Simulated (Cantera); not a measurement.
Charge: 1 mol Si, 0.8 mol NF3, at 725 °C and 40.0 Pa.

Equilibrium computed with Cantera from the NASA thermochemical tables; the gas is ideal and each condensed phase is pure. Candidate condensed phases: Si, Si3N4; 16 gas species. The tables' values for SiF3 are old estimates; treat these amounts as uncertain. Rates play no part.

Base state: SiF4 0.818, N2 0.182, SiF3 0.000286 (mole fractions); condensed: Si3N4(s).

Q: What changes in the equilibrium state with this change: NF3 from 0.8 to 1.5 mol?

A: 
```tsv
species	before	after
SiF4	0.818	0.445
N2	0.182	0.334
F	<1e-9	0.219
F2	<1e-9	0.00206
SiF3	0.000286	<1e-9
Si3N4(s), mol	0.133	0
```
